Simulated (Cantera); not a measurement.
A perfectly stirred reactor is fed with CH₃OH : O₂ : N₂ = 1 : 2.5 : 9.4 (molar parts), at 580000 Pa; it is adiabatic with a 548 K inlet, and is followed from long to short residence time, starting on the burning branch (τ in s: 0.21, 0.076, 0.028, 0.01, 0.0039, 0.0014, 0.00053, 0.00019, 7.2e-05).

Detailed kinetics in Cantera: GRI-Mech 3.0 (53 species, 325 reactions). GRI-Mech 3.0 was tuned for natural gas; its chemistry of methanol as a main component is partial and can be far from experiment.

x: mole fraction; the columns are a selection and need not sum to one.

```csv
τ (s),T (K),x CH₃OH,x O₂,x OH,x O,x CO₂,x NO,x CO
0.21,1908,4.89e-7,0.0744,0.000819,4.07e-5,0.0745,0.000137,0.000103
0.076,1908,1.25e-6,0.0744,0.000881,4.74e-5,0.0744,6.04e-5,0.000158
0.028,1906,2.95e-6,0.0745,0.00101,6.29e-5,0.0743,3.18e-5,0.000282
0.010,1903,…,0.0746,…,…,0.0740,…,…
0.0039,1897,1.32e-5,0.0747,0.00154,0.000157,0.0735,1.54e-5,0.00105
0.0014,1885,2.72e-5,0.0751,0.00196,0.000273,0.0723,1.20e-5,0.00211
0.00053,1865,…,0.0761,…,…,0.0702,…,…
0.00019,1824,0.000122,0.0783,0.00273,0.000707,0.0654,5.25e-6,0.00856
7.2e-5,548,0.0775,0.194,<1e-12,<1e-12,<1e-12,<1e-12,<1e-12
```

**Question.** Fill in the missing entries.

**Answer.** 
- 0.010, x CH₃OH: 6.61e-6
- 0.010, x OH: 0.00123
- 0.010, x O: 9.72e-5
- 0.010, x NO: 2.02e-5
- 0.010, x CO: 0.000555
- 0.00053, x CH₃OH: 5.45e-5
- 0.00053, x OH: 0.00241
- 0.00053, x O: 0.000455
- 0.00053, x NO: 8.79e-6
- 0.00053, x CO: 0.00411
